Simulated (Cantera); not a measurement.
A Cantera script and its output.

```python
import numpy as np
import cantera as ct

surf = ct.Interface("diamond.yaml", "diamond_100")
gas, bulk = surf.adjacent["gas"], surf.adjacent["diamond"]
k = surf.kinetics_species_index(bulk.species_names[0])
cover = ["c6HH", "c6H*", "c6*H", "c6**", "c6HM", "c6B"]

rows, drift = [], 0.0
print(f"{'P':>10s}{'um/h':>11s}" + "".join(f"{s:>11s}" for s in cover))
for v in [1100, 1800, 3000, 4800, 7700, 12000, 20000, 33000]:
    T, P, xH, xCH3 = 900, v, 0.02, 0.00013
    gas.TPX = T, P, {"H": xH, "CH3": xCH3, "CH4": 0.002, "H2": 1 - xH - xCH3 - 0.002}
    surf.TP = bulk.TP = T, P
    surf.coverages = "c6H*:0.1, c6HH:0.9"
    surf.advance_coverages(100.0)
    before = surf.coverages
    surf.advance_coverages(100.0)
    drift = max(drift, np.max(np.abs(surf.coverages - before) / (surf.coverages + 1e-9)))
    rate = surf.net_production_rates[k] * bulk.mean_molecular_weight / bulk.density * 3.6e9
    rows.append([rate, *surf[cover].coverages])
    print(f"{v:10.4g}{rate:11.4e}" + "".join(f"{x:11.3e}" for x in rows[-1][1:]))
```

It prints:

```
         P       um/h       c6HH       c6H*       c6*H       c6**       c6HM        c6B
      1100 4.4566e-01  6.873e-01  1.044e-02  2.911e-01  4.371e-03  5.453e-03  1.209e-09
      1800 7.3013e-01  6.873e-01  1.046e-02  2.911e-01  4.374e-03  5.459e-03  1.981e-09
      3000 1.2179e+00  6.873e-01  1.051e-02  2.910e-01  4.378e-03  5.463e-03  3.305e-09
      4800 1.9499e+00  6.873e-01  1.057e-02  2.910e-01  4.385e-03  5.466e-03  5.291e-09
      7700 3.1301e+00  6.873e-01  1.068e-02  2.908e-01  4.395e-03  5.468e-03  8.494e-09
   1.2e+04 4.8822e+00  6.873e-01  1.083e-02  2.907e-01  4.410e-03  5.470e-03  1.325e-08
     2e+04 8.1497e+00  6.873e-01  1.113e-02  2.904e-01  4.439e-03  5.474e-03  2.211e-08
   3.3e+04 1.3485e+01  6.872e-01  1.160e-02  2.899e-01  4.485e-03  5.483e-03  3.659e-08
```

Computed with Cantera and the Harris–Goodwin 1993 mechanism for the reconstructed diamond (100) surface.
